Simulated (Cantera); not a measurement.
A closed system holds: 1 mol Si, 5.6 mol F₂, held at 548 K and 4.30e-5 bar.

Equilibrium computed with Cantera from the NASA thermochemical tables; the gas is ideal and each condensed phase is pure. Candidate condensed phases: Si; 9 gas species. Equilibrium is a limit: real reactors are often held back by kinetics, nucleation or transport.

Base state: F₂ 0.779, SiF₄ 0.217, F 0.00406 (mole fractions); condensed: gas only.

### Question
What changes in the equilibrium state with this change: temperature from 548 K to 898.15 K?

### Answer
| species | before | after |
|---|---|---|
| F | 0.00406 | 0.844 |
| SiF₄ | 0.217 | 0.126 |
| F₂ | 0.779 | 0.0300 |

### Question
What changes in the equilibrium state with this change: 0.017 mol Cl₂ added?

### Answer
| species | before | after |
|---|---|---|
| F₂ | 0.779 | 0.772 |
| SiF₄ | 0.217 | 0.216 |
| ClF | 0 | 0.00705 |
| ClF₃ | 0 | 0.000298 |
| F | 0.00406 | 0.00404 |
